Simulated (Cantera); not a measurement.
## Low-pressure radical oxidation in H2/O2

An isothermal, constant-pressure homogeneous reactor starts with 2.65 % H2, 38.9 % O2, 58.4 % N2, equivalence ratio 0.034, at 1450 K and 0.0266 atm.

Model: the H2/O2 subset of GRI-Mech 3.0, which has no nitrogen chemistry, integrated in Cantera. Radical loss at walls, strong at low pressure, is not modelled.

| t (s) | x H2 | x O2 | x H2O | x H2O2 | x O | x HO2 |
|---|---|---|---|---|---|---|
| 0.000700 | 0.0254 | 0.389 | 0.000737 | 4.34e-9 | 0.000501 | 1.04e-6 |
| 0.00163 | 0.000648 | 0.367 | 0.0223 | 4.20e-8 | 0.0183 | 1.37e-6 |
| 0.00382 | 0.000528 | 0.368 | 0.0227 | 3.86e-8 | 0.0180 | 1.33e-6 |
| 0.00891 | 0.000488 | 0.369 | 0.0230 | 3.79e-8 | 0.0164 | 1.29e-6 |
| 0.0208 | 0.000406 | 0.371 | 0.0237 | 3.61e-8 | 0.0134 | 1.21e-6 |
| 0.0485 | 0.000274 | 0.374 | 0.0246 | 3.16e-8 | 0.00876 | 1.04e-6 |
| 0.113 | 0.000129 | 0.378 | 0.0256 | 2.32e-8 | 0.00402 | 7.28e-7 |
| 0.265 | 4.13e-5 | 0.380 | 0.0263 | 1.31e-8 | 0.00126 | 3.69e-7 |
| 0.618 | 1.04e-5 | 0.381 | 0.0266 | 5.82e-9 | 0.000315 | 1.39e-7 |
| 1.44 | 2.60e-6 | 0.381 | 0.0267 | 2.24e-9 | 7.82e-5 | 5.38e-8 |
| 3.37 | 7.50e-7 | 0.381 | 0.0268 | 8.85e-10 | 2.26e-5 | 3.69e-8 |
| 7.86 | 3.18e-7 | 0.381 | 0.0268 | 4.83e-10 | 9.58e-6 | 4.13e-8 |
| 18.3 | 2.53e-7 | 0.381 | 0.0268 | 4.20e-10 | 7.64e-6 | 4.39e-8 |
| 42.8 | 2.52e-7 | 0.381 | 0.0268 | 4.19e-10 | 7.59e-6 | 4.40e-8 |
| 100 | 2.52e-7 | 0.381 | 0.0268 | 4.19e-10 | 7.59e-6 | 4.40e-8 |
x: mole fraction; the columns are a selection and need not sum to one.

Equilibrium at this temperature and pressure: H2 2.52e-7, O2 0.381, H2O 0.0268, H2O2 4.19e-10, O 7.59e-6, HO2 4.40e-8 (gas phase only).
